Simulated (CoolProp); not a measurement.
Sulfur dioxide along the isobar 15.8 MPa: fugacity coefficient from the reference equation and from simpler models built on Tc = 157.5 °C, pc = 7.887 MPa, ω = 0.256; each cubic takes its own stable root.

Computed with CoolProp (reference Helmholtz-energy equation of state, Gao 2016).

| T (°C) | phase | reference |
|---|---|---|
| 33.55 | liquid | 0.04010 |
| 48.05 | liquid | 0.05967 |
| 62.65 | liquid | 0.08504 |
| 77.25 | liquid | 0.1165 |
| 91.75 | liquid | 0.1537 |
| 106.35 | liquid | 0.1971 |
| 120.85 | liquid | 0.2456 |
| 135.45 | liquid | 0.2989 |
| 149.95 | liquid | 0.3553 |
| 164.55 | supercritical | 0.4142 |
| 179.05 | supercritical | 0.4728 |
| 193.65 | supercritical | 0.5296 |
| 208.15 | supercritical | 0.5811 |
| 222.75 | supercritical | 0.6262 |
| 237.25 | supercritical | 0.6648 |
| 251.85 | supercritical | 0.6987 |

Question: How far does each simpler model (Redlich-Kwong, Soave-Redlich-Kwong) lie from the reference over these 16 states: mean and median of the absolute difference, and the worst?

Answer: 
- Redlich-Kwong: mean 17.0 %, median 8.7 %, worst +57.9 % at 33.55 °C and 15.8 MPa
- Soave-Redlich-Kwong: mean 4.6 %, median 5.1 %, worst +6.0 % at 106.35 °C and 15.8 MPa
